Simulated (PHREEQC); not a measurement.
Dissolve 0.006 mol/kgw HF, 0.085 mol/kgw H2SiF6, 3.25e-05 mol/kgw HBF4 and 0.0465 mol/kgw H2SO4 at 20 °C. Closed to the air; pH follows from the charge balance.

Model: ion-association model, phreeqc.dat, run in PHREEQC.

This is a speciation only: nothing precipitates in the calculation.

Problem. Predict the pH, ionic strength, density.

Solution. pH 0.76; ionic strength 0.314 mol/kgw; density 1.010 g/cm³.

Problem. In which forms is B present?

Solution. BF4- 86 %, H3BO3 11 %, BF3OH- 2.5 % of the B.

Saturation is exceeded, for instance for Quartz (slow to form), Chalcedony (slow to form); the values hold only as long as no solid forms. Complexes and solids missing from the database can't appear. SiF6-2 is the database's only silicon fluoride. Real BF4- forms and hydrolyses slowly; the run takes it at equilibrium.
